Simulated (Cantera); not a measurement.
Cantera run:

```python
import numpy as np
import cantera as ct

gas_names = """
    CL CL2 H HCL H2 Si SiCL SiCL2 SiCL3 SiCL4 SiH SiHCL3 SiH2 SiH2CL2 SiH3 SiH3CL SiH4 Si2 Si3
""".split()
cond_names = """
    Si(cr) Si(L)
""".split()


def load(file, names, dense=False):
    # The tables refer to 1 bar. Condensed volumes are neglected.
    table = {s.name: s for s in ct.Species.list_from_file(file)}
    out = []
    for n in names:
        d = dict(table[n].input_data)
        d["thermo"] = dict(d["thermo"], **{"reference-pressure": 1e5})
        if dense:
            d["equation-of-state"] = {"model": "constant-volume", "density": "1e6 g/cm^3"}
        out.append(ct.Species.from_dict(d))
    return out


gas = ct.Solution(thermo="ideal-gas", species=load("nasa_gas.yaml", gas_names))
cond = {s.name: ct.Solution(thermo="fixed-stoichiometry", species=[s], name=s.name)
        for s in load("nasa_condensed.yaml", cond_names, dense=True)}
atoms = {
    'SiCl4': {'Si': 1, 'CL': 4},
    'Cl2': {'CL': 2},
    'H2': {'H': 2},
}
top_T = {}  # K; cautious upper limits of use, not melting points


def equilibrate(T, P, feed):
    n = {}
    for name, mol in feed.items():
        for a, k in atoms[name].items():
            n[a] = n.get(a, 0.0) + k * mol
    gas.TPX = T, P, n
    mass = sum(n.values()) * gas.mean_molecular_weight
    gas.equilibrate("TP")
    valid = [c for c in cond.values() if c.min_temp <= T <= top_T.get(c.name, c.max_temp)]
    mix = ct.Mixture([(gas, mass / gas.mean_molecular_weight)] + [(c, 0.0) for c in valid])
    mix.T, mix.P = T, P
    mix.equilibrate("TP", solver="vcs", rtol=1e-11, max_steps=5000)
    return mix


results = []
feed = {'SiCl4': 1, 'Cl2': 1.1, 'H2': 4}  # mol
P = 1300000  # Pa
for T in [725, 775, 825, 875, 925, 975, 1025, 1075, 1125, 1175, 1225, 1275, 1325]:
    mix = equilibrate(T, P, feed)
    results.append((T, P, feed, dict(zip(mix.species_names, mix.species_moles))))
    x = sorted(zip(gas.X, gas.species_names), reverse=True)
    print(f"T = {T:g} K  P = {P:g} Pa  gas = {mix.phase_moles(0):.4g} mol")
    print("   x: " + "  ".join(f"{s} {v:.3e}" for v, s in x if v > 1e-05))
    print("   condensed (mol): " + ("  ".join(f"{mix.phase(i).name} {mix.phase_moles(i):.4g}"
          for i in range(1, mix.n_phases) if mix.phase_moles(i) > 1e-12) or "none"))
```

Output:

```
T = 725 K  P = 1.3e+06 Pa  gas = 6.1 mol
   x: H2 4.753e-01  HCL 3.607e-01  SiCL4 1.639e-01  SiHCL3 6.662e-05
   condensed (mol): none
T = 775 K  P = 1.3e+06 Pa  gas = 6.1 mol
   x: H2 4.753e-01  HCL 3.608e-01  SiCL4 1.638e-01  SiHCL3 1.396e-04
   condensed (mol): none
T = 825 K  P = 1.3e+06 Pa  gas = 6.1 mol
   x: H2 4.751e-01  HCL 3.609e-01  SiCL4 1.637e-01  SiHCL3 2.664e-04
   condensed (mol): none
T = 875 K  P = 1.3e+06 Pa  gas = 6.1 mol
   x: H2 4.749e-01  HCL 3.611e-01  SiCL4 1.635e-01  SiHCL3 4.704e-04
   condensed (mol): none
T = 925 K  P = 1.3e+06 Pa  gas = 6.1 mol
   x: H2 4.746e-01  HCL 3.614e-01  SiCL4 1.632e-01  SiHCL3 7.784e-04
   condensed (mol): none
T = 975 K  P = 1.3e+06 Pa  gas = 6.1 mol
   x: H2 4.742e-01  HCL 3.619e-01  SiCL4 1.627e-01  SiHCL3 1.219e-03
   condensed (mol): none
T = 1025 K  P = 1.3e+06 Pa  gas = 6.1 mol
   x: H2 4.736e-01  HCL 3.625e-01  SiCL4 1.621e-01  SiHCL3 1.820e-03  SiCL3 1.746e-05
   condensed (mol): none
T = 1075 K  P = 1.3e+06 Pa  gas = 6.1 mol
   x: H2 4.728e-01  HCL 3.633e-01  SiCL4 1.613e-01  SiHCL3 2.608e-03  SiCL3 4.483e-05
   condensed (mol): none
T = 1125 K  P = 1.3e+06 Pa  gas = 6.1 mol
   x: H2 4.717e-01  HCL 3.644e-01  SiCL4 1.602e-01  SiHCL3 3.603e-03  SiCL3 1.053e-04
   condensed (mol): none
T = 1175 K  P = 1.3e+06 Pa  gas = 6.101 mol
   x: H2 4.704e-01  HCL 3.657e-01  SiCL4 1.588e-01  SiHCL3 4.818e-03  SiCL3 2.288e-04  SiH2CL2 1.874e-05
   condensed (mol): none
T = 1225 K  P = 1.3e+06 Pa  gas = 6.101 mol
   x: H2 4.687e-01  HCL 3.674e-01  SiCL4 1.571e-01  SiHCL3 6.255e-03  SiCL3 4.637e-04  SiH2CL2 3.325e-05  SiCL2 1.082e-05
   condensed (mol): none
T = 1275 K  P = 1.3e+06 Pa  gas = 6.103 mol
   x: H2 4.667e-01  HCL 3.694e-01  SiCL4 1.550e-01  SiHCL3 7.903e-03  SiCL3 8.827e-04  SiH2CL2 5.585e-05  SiCL2 3.271e-05
   condensed (mol): none
T = 1325 K  P = 1.3e+06 Pa  gas = 6.105 mol
   x: H2 4.642e-01  HCL 3.720e-01  SiCL4 1.523e-01  SiHCL3 9.729e-03  SiCL3 1.587e-03  SiCL2 8.987e-05  SiH2CL2 8.917e-05
   condensed (mol): none
```

Method: chemical equilibrium by Gibbs-energy minimisation in Cantera with the NASA 1993 tables (ideal gas, pure condensed phases). The tables' values for SiCl3 are old estimates; treat these amounts as uncertain.
